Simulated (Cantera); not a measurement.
A Cantera script and what it prints.

```python
import numpy as np
import cantera as ct

gas_names = """
    H HO2 H2 H2O H2O2 O OH O2 O3 Ta TaO TaO2
""".split()
cond_names = """
    H2O(s) H2O(L) Ta(cr) Ta(L) Ta2O5(s) Ta2O5(L)
""".split()


def load(file, names, dense=False):
    # The tables refer to 1 bar. Condensed volumes are neglected.
    table = {s.name: s for s in ct.Species.list_from_file(file)}
    out = []
    for n in names:
        d = dict(table[n].input_data)
        d["thermo"] = dict(d["thermo"], **{"reference-pressure": 1e5})
        if dense:
            d["equation-of-state"] = {"model": "constant-volume", "density": "1e6 g/cm^3"}
        out.append(ct.Species.from_dict(d))
    return out


gas = ct.Solution(thermo="ideal-gas", species=load("nasa_gas.yaml", gas_names))
cond = {s.name: ct.Solution(thermo="fixed-stoichiometry", species=[s], name=s.name)
        for s in load("nasa_condensed.yaml", cond_names, dense=True)}
atoms = {
    'Ta2O5': {'Ta': 2, 'O': 5},
    'H2': {'H': 2},
    'H2O': {'H': 2, 'O': 1},
}
top_T = {}  # K; cautious upper limits of use, not melting points


def equilibrate(T, P, feed):
    n = {}
    for name, mol in feed.items():
        for a, k in atoms[name].items():
            n[a] = n.get(a, 0.0) + k * mol
    gas.TPX = T, P, n
    mass = sum(n.values()) * gas.mean_molecular_weight
    gas.equilibrate("TP")
    valid = [c for c in cond.values() if c.min_temp <= T <= top_T.get(c.name, c.max_temp)]
    mix = ct.Mixture([(gas, mass / gas.mean_molecular_weight)] + [(c, 0.0) for c in valid])
    mix.T, mix.P = T, P
    mix.equilibrate("TP", solver="vcs", rtol=1e-11, max_steps=5000)
    return mix


results = []
feed = {'Ta2O5': 1, 'H2': 0.61, 'H2O': 0.076}  # mol
T = 1075  # K
P = 101325  # Pa
mix = equilibrate(T, P, feed)
results.append((T, P, feed, dict(zip(mix.species_names, mix.species_moles))))
print(gas.report(threshold=1e-05))
for i in range(1, mix.n_phases):
    print(f"{mix.phase(i).name:16s} {mix.phase_moles(i):12.5e} mol")
```

Result:

```
       temperature   1075 K
          pressure   1.0133e+05 Pa
           density   0.042948 kg/m^3
  mean mol. weight   3.7885 kg/kmol
   phase of matter   gas

                          1 kg             1 kmol
                     ---------------   ---------------
          enthalpy       -8.3005e+05       -3.1446e+06  J
   internal energy       -3.1893e+06       -1.2083e+07  J
           entropy             47162        1.7867e+05  J/K
    Gibbs function        -5.153e+07       -1.9522e+08  J
 heat capacity c_p            8400.8             31826  J/K
 heat capacity c_v            6206.2             23512  J/K

                      mass frac. Y      mole frac. X     chem. pot. / RT
                     ---------------   ---------------   ---------------
                H2           0.47318           0.88921           -17.793
               H2O           0.52682           0.11079           -54.338
     [  +10 minor]        3.6869e-09        1.3754e-08

Ta(cr)            0.00000e+00 mol
Ta2O5(s)          1.00000e+00 mol
```

Cantera equilibrium calculation (NASA polynomials, part measured and part estimated; ideal gas, pure solids and liquids).
